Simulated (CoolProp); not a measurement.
Vapour-liquid equilibrium of R113 (1) + acetone (2) at 76.35 °C; x and y are mole fractions of (1).

Values from CoolProp's multi-fluid Helmholtz-energy mixture model, Marx 1992 and Lemmon 2006; pair parameters Bell 2016.

| x | bubble pressure, mixture model (kPa) | bubble pressure, Raoult's law (kPa) | y, mixture model | y, Raoult's law |
|---|---|---|---|---|
| 0.05 | 208.4 | 195.9 | ___ | 0.061 |
| 0.15 | ___ | 200.5 | 0.267 | 0.180 |
| 0.25 | 247.5 | 205.2 | 0.374 | 0.293 |
| 0.35 | 258.4 | 209.9 | 0.455 | 0.401 |
| 0.45 | 265.4 | 214.5 | 0.523 | 0.504 |
| 0.55 | 269.4 | 219.2 | 0.584 | 0.603 |
| 0.65 | 270.5 | 223.9 | 0.646 | 0.697 |
| 0.75 | ___ | 228.5 | 0.715 | 0.788 |
| 0.85 | 262.3 | 233.2 | 0.800 | 0.876 |
| 0.95 | 249.9 | 237.9 | 0.919 | 0.959 |

**Question.** Some entries are withheld; supply them.

**Answer.** 
- 0.05, y, mixture model: 0.111
- 0.15, bubble pressure, mixture model (kPa): 231.4
- 0.75, bubble pressure, mixture model (kPa): 268.5

The largest gap from Raoult's law is +23.7 % in bubble pressure, at x = 0.45. y crosses x between x = 0.55 and 0.65: the model has an azeotrope there.

The pair parameters rest on a limited set of measurements; away from them the model extrapolates.
